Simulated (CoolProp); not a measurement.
A single-stage vapour-compression cycle with carbon dioxide: evaporating at 227.15 K (dew point), condensing at 256.15 K (bubble point), superheat 8 K, subcooling 0 K, compressor efficiency 0.8, no pressure losses. Each further row changes one setting.

Values from CoolProp's reference Helmholtz-energy equation of state, Span 1996.

```csv
case,cooling COP,pressure ratio,discharge temperature (K),refrigerating effect (kJ/kg),volumetric capacity (kJ/m³)
as stated,5.02,2.70,310.6,281,5580
evaporating temperature 232.15 K,6.35,2.23,300.9,282,6750
condensing temperature 251.15 K,6.28,2.31,298.0,291,5800
subcooling 5 K,5.21,2.70,310.6,291,5800
superheat 18 K,4.91,2.70,323.0,290,5450
compressor efficiency 0.7,4.39,2.70,318.4,281,5580
```
